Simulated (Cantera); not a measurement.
An adiabatic, constant-volume homogeneous reactor starts with CO : H₂ : O₂ : N₂ : CO₂ = 1 : 1.1 : 1.35 : 5.06 : 0.22 (molar parts), at 1750 K and 10.0 bar.

Computed with Cantera and GRI-Mech 3.0 (53 species, 325 reactions). The hydrogen kinetics of GRI-Mech 3.0 are dated; newer H2 mechanisms differ, most at raised pressure. Above 3000 K some thermodynamic fits are extrapolated.

One state of this run: T (K) = 3092; P (bar) = 16.2; x CO = 0.0505; x H₂ = 0.00749; x O₂ = 0.0557; x HO₂ = 3.96e-5; x OH = 0.0249. x: mole fraction; the columns are a selection and need not sum to one.

Problem. Which value of t (s) does it belong to?
A) 0.0678
B) 6.37e-6
C) 0.000658
D) 7.00

Solution. B, 6.37e-6
